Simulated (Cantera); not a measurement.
Predominance diagram of Mg at 950 K against the partial pressures of O₂ and Br₂ (log10, bar). Standard-state values (1 bar) from the NASA 1993 polynomials, evaluated with Cantera. Candidates: Mg(l), MgBr₂(s), MgO(s). Only these pure phases compete in this equilibrium. Not in the tables: oxide halides.

```
log p(Br₂) \ log p(O₂)
        columns: -40, -37.8, -35.6, -33.3, -31.1, -28.9, -26.7, -24.4, -22.2, -20, -17.8, -15.6, -13.3, -11.1, -8.9, -6.7, -4.4, -2.2, 0
      0  A A A A A A A A A A A A A A B B B B B
   -1.2  A A A A A A A A A A A A A B B B B B B
   -2.5  A A A A A A A A A A A A B B B B B B B
   -3.8  A A A A A A A A A A A B B B B B B B B
     -5  A A A A A A A A A A B B B B B B B B B
   -6.2  A A A A A A A A B B B B B B B B B B B
   -7.5  A A A A A A A B B B B B B B B B B B B
   -8.8  A A A A A A B B B B B B B B B B B B B
    -10  A A A A A B B B B B B B B B B B B B B
  -11.2  A A A A B B B B B B B B B B B B B B B
  -12.5  A A A B B B B B B B B B B B B B B B B
  -13.8  A A B B B B B B B B B B B B B B B B B
    -15  A B B B B B B B B B B B B B B B B B B
```

A: MgBr₂(s); B: MgO(s).
